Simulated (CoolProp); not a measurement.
A single-stage vapour-compression cycle with isohexane: evaporating at 324.15 K (dew point), condensing at 356.15 K (bubble point), superheat 8 K, subcooling 2 K, compressor efficiency 0.65, no pressure losses. Each further row changes one setting.

Model: reference Helmholtz-energy equation of state, Lemmon 2006, in CoolProp. It is a short technical equation, of lower accuracy than the large ones.

| case | cooling COP | pressure ratio | discharge temperature (K) | refrigerating effect (kJ/kg) | volumetric capacity (kJ/m³) |
|---|---|---|---|---|---|
| as stated | 5.81 | 2.65 | 359.6 | 271 | 656 |
| evaporating temperature 329.15 K | 7.17 | 2.24 | 360.1 | 280 | 792 |
| condensing temperature 351.15 K | 7.08 | 2.31 | 355.7 | 284 | 687 |
| subcooling 7 K | 6.08 | 2.65 | 359.6 | 284 | 687 |
| superheat 18 K | 5.99 | 2.65 | 369.7 | 290 | 679 |
| compressor efficiency 0.55 | 4.92 | 2.65 | 363.8 | 271 | 656 |
